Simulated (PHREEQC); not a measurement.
Make-up at 20 °C: 0.089 mol CdCl2 and 0.0002 mol CaBr2 per kg of water. Closed to the air; pH follows from the charge balance.

Computed with PHREEQC (ion-association model, phreeqc.dat).

**Question.** The ionic strength comes out as 0.113 mol/kgw. What activity coefficients do H+, Ca+2, Cd+2, Cl-, CdBr+ get?

**Answer.** H+ 0.82, Ca+2 0.38, Cd+2 0.36, Cl- 0.76, CdBr+ 0.78.

Precipitation was switched off in this run. Species that the database lacks are ignored.
